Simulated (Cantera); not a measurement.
**Reactions in the system O-S-Si**

Cantera with NASA thermochemical tables; ideal gases at 1 bar, condensed phases pure. Values are per mole of reaction as written; species without (g) are pure solids or liquids, kept so even where they would boil at 1 bar.

3 Si + SO3(g) = S + 3 SiO(g)

```csv
T (K),ΔH° (kJ),ΔS° (J/K),ΔG° (kJ),log10 K,condensed phases
300,94.5,353.6,-11.6,2.02,"Si(s), S(s)"
425,96.6,359.0,-56.0,6.88,"Si(s), S(l)"
475,96.9,359.6,-74.0,8.13,"Si(s), S(l)"
525,97.0,360.0,-91.9,9.15,"Si(s), S(l)"
575,97.0,360.0,-109.9,9.99,"Si(s), S(l)"
625,96.8,359.5,-127.9,10.69,"Si(s), S(l)"
675,96.3,358.8,-145.9,11.29,"Si(s), S(l)"
```
